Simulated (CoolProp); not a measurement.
Values from CoolProp's reference Helmholtz-energy equation of state, Guder 2009.

**Question.** Give the vapour pressure (kPa), vapour density (kg/m³), enthalpy of vaporisation (kJ/kg), liquid cp (kJ/(kg K)) of saturated sulfur hexafluoride at 285.4, 311.7 K.

**Answer.** 
| T (K) | p (kPa) | vapour density (kg/m³) | enthalpy of vaporisation (kJ/kg) | liquid cp (kJ/(kg K)) |
|---|---|---|---|---|
| 285.4 | 1730 | 151 | 74.4 | 1.14 |
| 311.7 | 3220 | 371 | 40.4 | 2.22 |
